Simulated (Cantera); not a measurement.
A Cantera script and what it prints.

```python
import numpy as np
import cantera as ct

gas_names = """
    CL CLO CL2 Mg MgCL MgCL2 MgO Mg2 O O2 O3
""".split()
cond_names = """
    Mg(cr) Mg(L) MgCL2(s) MgCL2(L) MgO(s) MgO(L)
""".split()


# ... load() reads the species with a 1 bar reference pressure and builds the phases ...
atoms = {
    'MgO': {'Mg': 1, 'O': 1},
    'Cl2': {'CL': 2},
    'O2': {'O': 2},
}
top_T = {}  # K; cautious upper limits of use, not melting points


# ... equilibrate(T, P, feed) seeds the gas with the atoms and calls Mixture.equilibrate('TP', solver="vcs", rtol=1e-11, max_steps=5000) ...
results = []
feed = {'MgO': 1, 'Cl2': 0.05, 'O2': 0.012}  # mol
T = 1525  # K
P = 1333.22  # Pa
mix = equilibrate(T, P, feed)
results.append((T, P, feed, dict(zip(mix.species_names, mix.species_moles))))
x = sorted(zip(gas.X, gas.species_names), reverse=True)
print(f"T = {T:g} K  P = {P:g} Pa  gas = {mix.phase_moles(0):.4g} mol")
print("   x: " + "  ".join(f"{s} {v:.3e}" for v, s in x if v > 1e-06))
print("   condensed (mol): " + ("  ".join(f"{mix.phase(i).name} {mix.phase_moles(i):.4g}"
      for i in range(1, mix.n_phases) if mix.phase_moles(i) > 1e-12) or "none"))
```

Output:

```
T = 1525 K  P = 1333.22 Pa  gas = 0.08663 mol
   x: MgCL2 3.748e-01  O2 3.257e-01  CL 1.938e-01  CL2 1.054e-01  CLO 3.043e-04  O 2.800e-05
   condensed (mol): MgO(s) 0.9675
```

These are equilibrium values from Cantera (NASA tables, ideal gas, pure condensed phases), not measurements of a reactor.
